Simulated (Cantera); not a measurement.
## Ignition delay

Mixture: 6.54 % CH3OH, 19.6 % O2, 73.9 % N2, at 5.00 bar, adiabatic and at constant volume. Ignition delay is the time to a rise of 400 K.

Model: GRI-Mech 3.0 (53 species, 325 reactions), integrated in Cantera. GRI-Mech 3.0 was tuned for natural gas; its chemistry of methanol as a main component is partial and can be far from experiment.

| T0 (K) | delay (ms) |
|---|---|
| 1050 | 51.0 |
| 1150 | 6.79 |
| 1250 | 1.27 |
| 1350 | 0.318 |
| 1450 | 0.102 |
| 1550 | 0.0396 |

```
Quantity                                                 Value
--------------------------------------------------  ----------
apparent activation energy between 1350 and 1550 K  180 kJ/mol
```
